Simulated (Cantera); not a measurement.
## Equilibrium for carbothermic reduction: Fe2O3 + CH4 + CO

Charge: 1 mol Fe2O3, 0.68 mol CH4, 0.077 mol CO, equilibrated at 0.490 bar.

Method: chemical equilibrium by Gibbs-energy minimisation in Cantera with the NASA 1993 tables (ideal gas, pure condensed phases). Candidate condensed phases: C, C6H6, C7H8, C8H18, Fe, Fe(CO)5, FeO, Fe(OH)2, Fe(OH)3, Fe2O3, Fe3O4, H2O; 114 gas species. Each liquid is taken as pure. Mutual solubility and eutectic melting of coexisting phases are not modelled. The tables' stoichiometric FeO is somewhat more stable than real wüstite, so its field is too wide. FeO: taken at fixed stoichiometry. Rates play no part.

From 1675 K to 1775 K the condensed part is Fe(δ) + FeO(l). From 1875 K to 2375 K the condensed part is Fe(l) + FeO(l). The main Fe-bearing gas is Fe(OH)2 at 1675 K and Fe at 2375 K.

| T (K) | x H2 | x CO | x H2O | x CO2 | x Fe | x H | x OH | n Fe(δ) | n FeO(l) | n Fe(l) |
|---|---|---|---|---|---|---|---|---|---|---|
| 1675 | 0.436 | 0.313 | 0.206 | 0.0446 | 8.47e-6 | 0.000110 | 2.50e-6 | 0.211 | 1.79 | 0 |
| 1775 | 0.440 | 0.318 | 0.202 | 0.0392 | 4.16e-5 | 0.000274 | 7.84e-6 | 0.191 | 1.81 | 0 |
| 1875 | 0.440 | 0.321 | 0.202 | 0.0360 | 0.000166 | 0.000621 | 2.23e-5 | 0 | 1.82 | 0.184 |
| 1975 | 0.437 | 0.323 | 0.204 | 0.0337 | 0.000560 | 0.00129 | 5.76e-5 | 0 | 1.82 | 0.183 |
| 2075 | 0.434 | 0.325 | 0.206 | 0.0317 | 0.00167 | 0.00251 | 0.000136 | 0 | 1.82 | 0.181 |
| 2175 | 0.429 | 0.325 | 0.206 | 0.0300 | 0.00449 | 0.00457 | 0.000294 | 0 | 1.82 | 0.174 |
| 2275 | 0.423 | 0.324 | 0.205 | 0.0283 | 0.0110 | 0.00789 | 0.000594 | 0 | 1.82 | 0.159 |
| 2375 | 0.413 | 0.319 | 0.201 | 0.0267 | 0.0248 | 0.0129 | 0.00112 | 0 | 1.82 | 0.128 |
x: gas mole fraction; n: condensed amount in mol.
